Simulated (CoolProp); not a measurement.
A single-stage vapour-compression cycle with the fluid: evaporating at 255.15 K (dew point), condensing at 319.15 K (bubble point), superheat 2 K, subcooling 0 K, compressor efficiency 0.7, no pressure losses. The same conditions are run with several fluids, on thermodynamics alone (safety and materials aside).

Computed with CoolProp (reference Helmholtz-energy equation of state of each fluid (isobutane: Bücker 2006; R245fa: Akasaka 2015; n-perfluoropentane: Gao 2022; vinyl chloride: Thol 2022; R407C: Lemmon 2003; R123: Younglove 1994)). Blends and air are pseudo-pure fits.

```
fluid               cooling COP  pressure ratio  discharge temperature (K)  refrigerating effect (kJ/kg)  volumetric capacity (kJ/m³)
------------------  -----------  --------------  -------------------------  ----------------------------  ---------------------------
isobutane                  2.00               …                      333.5                           222                          491
R245fa                     2.07            13.9                      337.4                           132                          184
n-perfluoropentane         1.45            15.1                      319.2                          39.1                            …
vinyl chloride             2.23            8.28                      393.9                           263                          672
R407C                      1.70               …                      367.0                           132                         1330
R123                       2.17            14.0                          …                           125                          121
```

Question: Fill in the missing entries.

Answer: 
- isobutane, pressure ratio: 7.87
- n-perfluoropentane, volumetric capacity (kJ/m³): 63.6
- R407C, pressure ratio: 8.66
- R123, discharge temperature (K): 346.6

The compression ends wet for: n-perfluoropentane.
